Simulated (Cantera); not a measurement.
What does this Cantera script print?

```python
import numpy as np
import cantera as ct

gas_names = """
    C CN CO CO2 C2 CCN CNC C2N2 C2O C3 C3O2 C4 C4N2 C5 N NCO NO NO2 NO3 N2 N2O O O2 O3 Pb PbO Pb2
""".split()
cond_names = """
    C(gr) Pb(cr) Pb(L) PbO(rd) PbO(yw) PbO(L) PbO2(s) Pb3O4(s)
""".split()


def load(file, names, dense=False):
    # The tables refer to 1 bar. Condensed volumes are neglected.
    table = {s.name: s for s in ct.Species.list_from_file(file)}
    out = []
    for n in names:
        d = dict(table[n].input_data)
        d["thermo"] = dict(d["thermo"], **{"reference-pressure": 1e5})
        if dense:
            d["equation-of-state"] = {"model": "constant-volume", "density": "1e6 g/cm^3"}
        out.append(ct.Species.from_dict(d))
    return out


gas = ct.Solution(thermo="ideal-gas", species=load("nasa_gas.yaml", gas_names))
cond = {s.name: ct.Solution(thermo="fixed-stoichiometry", species=[s], name=s.name)
        for s in load("nasa_condensed.yaml", cond_names, dense=True)}
atoms = {
    'PbO': {'Pb': 1, 'O': 1},
    'CO': {'C': 1, 'O': 1},
    'N2': {'N': 2},
    'O2': {'O': 2},
}
top_T = {'C(gr)': 4500, 'Pb3O4(s)': 820}  # K; cautious upper limits of use, not melting points


def equilibrate(T, P, feed):
    n = {}
    for name, mol in feed.items():
        for a, k in atoms[name].items():
            n[a] = n.get(a, 0.0) + k * mol
    gas.TPX = T, P, n
    mass = sum(n.values()) * gas.mean_molecular_weight
    gas.equilibrate("TP")
    valid = [c for c in cond.values() if c.min_temp <= T <= top_T.get(c.name, c.max_temp)]
    mix = ct.Mixture([(gas, mass / gas.mean_molecular_weight)] + [(c, 0.0) for c in valid])
    mix.T, mix.P = T, P
    mix.equilibrate("TP", solver="vcs", rtol=1e-11, max_steps=5000)
    return mix


results = []
feed = {'PbO': 1, 'CO': 0.059, 'N2': 31, 'O2': 0.059}  # mol
P = 380000  # Pa
for T in [873, 923, 973, 1023, 1073, 1123, 1173, 1223, 1273, 1323, 1373, 1423]:
    mix = equilibrate(T, P, feed)
    results.append((T, P, feed, dict(zip(mix.species_names, mix.species_moles))))

top = {s: max(r[3][s] / sum(r[3][g] for g in gas_names) for r in results) for s in gas_names}
cols = sorted((s for s in top if top[s] > 1e-06), key=lambda s: -top[s])[:8]
seen = [c for c in cond_names if any(r[3].get(c, 0) > 1e-12 for r in results)]
print("log10 of partial pressures in bar; condensed amounts in mol")
print(f"{'T/K':>10s}" + "".join(f"{s[:9]:>10s}" for s in cols + seen))
for T, P, feed, n in results:
    ng = sum(n[g] for g in gas_names)
    print(f"{T:10.4g}" + "".join(f"{np.log10(max(n[s] / ng * P / 1e5, 1e-99)):10.3f}" for s in cols)
          + "".join(f"{n.get(c, 0):10.4g}" for c in seen))
```

It prints:

```
log10 of partial pressures in bar; condensed amounts in mol
       T/K        N2       CO2        O2       PbO        NO        Pb   PbO(yw)    PbO(L)
       873     0.579    -2.142    -2.443    -8.627    -5.741   -12.862         1         0
       923     0.579    -2.142    -2.443    -7.725    -5.445   -11.552         1         0
       973     0.579    -2.142    -2.443    -6.917    -5.179   -10.379         1         0
      1023     0.579    -2.142    -2.444    -6.192    -4.939    -9.323         1         0
      1073     0.579    -2.142    -2.444    -5.536    -4.722    -8.368         1         0
      1123     0.579    -2.142    -2.445    -4.941    -4.524    -7.500    0.9999         0
      1173     0.579    -2.142    -2.446    -4.413    -4.343    -6.722         0    0.9997
      1223     0.579    -2.142    -2.447    -3.965    -4.177    -6.043         0    0.9991
      1273     0.579    -2.142    -2.449    -3.553    -4.025    -5.419         0    0.9977
      1323     0.578    -2.142    -2.450    -3.176    -3.884    -4.845         0    0.9944
      1373     0.578    -2.142    -2.451    -2.827    -3.753    -4.314         0    0.9874
      1423     0.578    -2.142    -2.449    -2.505    -3.629    -3.825         0    0.9732
```

Cantera equilibrium calculation (NASA polynomials, part measured and part estimated; ideal gas, pure solids and liquids). Gases not in the tables: (PbO)n polymers.
